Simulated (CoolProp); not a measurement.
Computed with CoolProp (reference Helmholtz-energy equation of state, Schmidt 1985).

Problem. Give the vapour pressure (MPa), liquid density (kg/m³), liquid cp (kJ/(kg K)), liquid viscosity (µPa s) of saturated oxygen at -165.15 °C.

Solution. 
```csv
T (°C),p (MPa),liquid density (kg/m³),liquid cp (kJ/(kg K)),liquid viscosity (µPa s)
-165.15,0.472,1050,1.79,127
```

Viscosity comes from a separate model (Lemmon 2004).
